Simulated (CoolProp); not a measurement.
The numbers come from the reference Helmholtz-energy equation of state, Fiedler 2023 in CoolProp.

Q: Give the vapour pressure (MPa), liquid density (kg/m³), vapour density (kg/m³), enthalpy of vaporisation (kJ/kg) of saturated tetrahydrofuran at 311.3, 358.7, 406 K.

A: 
```
T (K)  p (MPa)  liquid density (kg/m³)  vapour density (kg/m³)  enthalpy of vaporisation (kJ/kg)
-----  -------  ----------------------  ----------------------  --------------------------------
311.3   0.0374                     867                    1.06                               436
358.7    0.184                     813                    4.65                               401
406      0.592                     752                    14.1                               360
```
